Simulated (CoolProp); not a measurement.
The numbers come from the reference Helmholtz-energy equation of state, Zhou 2011 in CoolProp.

### Question
Give the vapour pressure (MPa), liquid density (kg/m³), vapour density (kg/m³), surface tension (mN/m) of saturated dimethyl carbonate at 40.95 °C.

### Answer
```
T (°C)  p (MPa)  liquid density (kg/m³)  vapour density (kg/m³)  surface tension (mN/m)
------  -------  ----------------------  ----------------------  ----------------------
40.95    0.0157                    1040                   0.544                    26.0
```

Surface tension comes from a separate correlation (Mulero 2014).
